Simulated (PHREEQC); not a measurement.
Model water analysis in mg/kgw, 75 °C, pH 3.83, pe 12.5:

```csv
constituent,mg/kgw
Na,49.6
K,1.69
Ca,69.3
Mg,33.2
Cl,84.6
S(6) as SO4,389
Mn(2),0.218
Fe(3),74.6
B,2.03
```

Valence states are taken as typed.

Model: ion-association model, phreeqc.dat, run in PHREEQC.

**Question.** The ionic strength comes out as 0.0135 mol/kgw. What activity coefficients do K+, Fe(OH)2+, FeSO4+, Mn+2, Na+ get?

**Answer.** K+ 0.87, Fe(OH)2+ 0.88, FeSO4+ 0.88, Mn+2 0.61, Na+ 0.88.

Precipitation was switched off in this run. Saturation is exceeded, for instance for Jarosite-K, Hematite (slow to form); the values hold only as long as no solid forms. Constants without temperature data keep their 25 °C values here.
